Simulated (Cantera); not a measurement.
**N2O furnace oxynitridation**

An isothermal, constant-pressure homogeneous reactor starts with N2O : H2O = 1 : 0.0049 (molar parts), at 1173 K and 0.178 atm.

Computed with Cantera and GRI-Mech 3.0 (53 species, 325 reactions). GRI-Mech 3.0 was tuned for natural gas; its chemistry of N2O as a main component is partial and can be far from experiment. The mechanism lacks the step 2 NO + O2 → 2 NO2, which can matter for NO2 below about 1400 K. The temperature is held fixed by assumption; the heat of reaction is taken as removed at once.

| t (s) | x N2O | x O2 | x NO | x NO2 | x N2 | x O |
|---|---|---|---|---|---|---|
| 4.00e-5 | 0.995 | 4.72e-7 | 9.83e-8 | <1e-12 | 1.80e-6 | 8.03e-7 |
| 9.87e-5 | 0.995 | 1.94e-6 | 4.03e-7 | <1e-12 | 5.21e-6 | 1.12e-6 |
| 0.000243 | 0.995 | 6.20e-6 | 1.29e-6 | 3.70e-12 | 1.43e-5 | 1.20e-6 |
| 0.000600 | 0.995 | 1.69e-5 | 3.51e-6 | 6.57e-11 | 3.68e-5 | 1.20e-6 |
| 0.00148 | 0.995 | 4.32e-5 | 8.98e-6 | 1.84e-9 | 9.24e-5 | 1.20e-6 |
| 0.00365 | 0.995 | 0.000108 | 2.24e-5 | 5.01e-8 | 0.000230 | 1.20e-6 |
| 0.00900 | 0.994 | 0.000268 | 5.48e-5 | 9.03e-7 | 0.000569 | 1.20e-6 |
| 0.0222 | 0.993 | 0.000664 | 0.000130 | 7.90e-6 | 0.00141 | 1.20e-6 |
| 0.0548 | 0.990 | 0.00164 | 0.000303 | 3.43e-5 | 0.00349 | 1.19e-6 |
| 0.135 | 0.982 | 0.00403 | 0.000725 | 9.52e-5 | 0.00857 | 1.17e-6 |
| 0.333 | 0.963 | 0.00982 | 0.00179 | 0.000177 | 0.0208 | 1.14e-6 |
| 0.822 | 0.918 | 0.0235 | 0.00438 | 0.000229 | 0.0495 | 1.12e-6 |
| 2.03 | 0.818 | 0.0538 | 0.0101 | 0.000238 | 0.113 | 1.10e-6 |
| 5.00 | 0.628 | 0.112 | 0.0211 | 0.000216 | 0.235 | 1.07e-6 |
x: mole fraction; the columns are a selection and need not sum to one.

Equilibrium at this temperature and pressure: N2O 5.11e-9, O2 0.332, NO 0.000184, NO2 1.89e-6, N2 0.664, O 1.91e-8 (gas phase only).
